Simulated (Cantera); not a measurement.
Standard-state values (1 bar) from the NASA 1993 polynomials, evaluated with Cantera. Values are per mole of reaction as written; species without (g) are pure solids or liquids, kept so even where they would boil at 1 bar.

Problem. Between 300 and 475 K, where is each reaction favourable under standard conditions?
- 6 HI(g) + N₂(g) = 3 I₂ + 2 NH₃(g)

Solution. 
- 6 HI(g) + N₂(g) = 3 I₂ + 2 NH₃(g): ΔG° is -41 kJ at 300 K and 68 kJ at 475 K; it changes sign between 350 and 375 K. ΔH° is -189 kJ and ΔS° -542 J/K at 475 K.
